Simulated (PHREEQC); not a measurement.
Solution (25 °C): 0.019 mol HF and 8.9e-05 mol NaF per kg of water. Closed to the air; pH follows from the charge balance.

All values are PHREEQC results (ion-association model, phreeqc.dat), not measurements.

No solid was allowed to form.

### Question
Predict the pH, ionic strength.

### Answer
pH 2.49; ionic strength 0.00355 mol/kgw.

### Question
In which forms is F present?

### Answer
HF 80 %, F- 18 %, HF2- 2.1 % of the F.

Species that the database lacks are ignored.
